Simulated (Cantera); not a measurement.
Premixed flame

A freely propagating, adiabatic, planar premixed flame of H2 : O2 : N2 : H2O = 1 : 0.238 : 0.895 : 0.067 (molar parts), equivalence ratio 2.1, unburnt at 700 K and 1.00 bar; mixture-averaged transport, grid criteria slope 0.08 and curve 0.16, no radiation.

Computed with Cantera and the H2/O2 subset of GRI-Mech 3.0, which has no nitrogen chemistry. Burning velocities carry a grid error of a few per cent, more on coarse grids.

```csv
z (mm),T (K),u (m/s),x H2,x O2,x H2O,x OH,x O,x H2O2
-1.43,700,11.4,0.455,0.108,0.0305,<1e-8,<1e-8,<1e-8
-0.953,700,11.4,0.455,0.108,0.0305,<1e-8,<1e-8,<1e-8
-0.715,700,11.4,0.455,0.108,0.0305,<1e-8,<1e-8,<1e-8
-0.476,700,11.4,0.455,0.108,0.0305,<1e-8,1.11e-8,<1e-8
-0.238,721,11.7,0.451,0.108,0.0318,6.90e-5,1.80e-5,2.07e-6
-0.119,899,14.3,0.421,0.102,0.0494,0.000542,0.000399,4.10e-6
0,1270,19.7,0.318,0.0630,0.132,0.00249,0.00337,1.78e-6
0.119,1525,23.5,0.231,0.0149,0.226,0.00445,0.00333,1.01e-6
0.238,1635,25.0,0.215,0.00304,0.250,0.00495,0.00206,6.59e-7
0.476,1745,26.5,0.219,0.000878,0.256,0.00539,0.00156,4.33e-7
0.953,1863,28.0,0.229,0.000579,0.260,0.00547,0.00116,2.51e-7
1.91,1978,29.5,0.238,0.000357,0.263,0.00503,0.000739,1.34e-7
3.81,2079,30.7,0.247,0.000188,0.267,0.00414,0.000401,6.91e-8
```
x: mole fraction of selected species; z is measured from the peak of heat release.

The laminar burning velocity is 1140 cm/s and the thermal thickness is 0.476 mm. The peak x(OH) is 0.00550 and the peak x(O) comes out as 0.00406. The peak x(H2O2) comes out as 4.37e-6 and the grid points comes out as 136.
